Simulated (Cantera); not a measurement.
Predominance diagram of Sr at 752 °C against the partial pressures of O2 and Cl2 (log10, bar). Source: NASA polynomial tables (part measured, part estimated), evaluated in Cantera. Candidates: Sr(s), SrCl2(s), SrO(s). Only these pure phases compete in this equilibrium. Not in the tables: the peroxide, oxide halides.

```
log p(Cl2) \ log p(O2)
        columns: -26, -24.3, -22.5, -20.8, -19.1, -17.3, -15.6, -13.9, -12.1, -10.4, -8.7, -6.9, -5.2, -3.5, -1.7, 0
      1  A A A A A A A A A A A A A A A A
   -1.6  A A A A A A A A A A A A A A A A
   -4.2  A A A A A A A A A A A A A A A A
   -6.8  A A A A A A A A A A A A A A A A
   -9.4  A A A A A A A A A A A A A A A B
    -12  A A A A A A A A A A A A B B B B
  -14.6  A A A A A A A A A B B B B B B B
  -17.2  A A A A A A B B B B B B B B B B
  -19.8  A A A B B B B B B B B B B B B B
  -22.4  B B B B B B B B B B B B B B B B
    -25  B B B B B B B B B B B B B B B B
```

A: SrCl2(s); B: SrO(s).
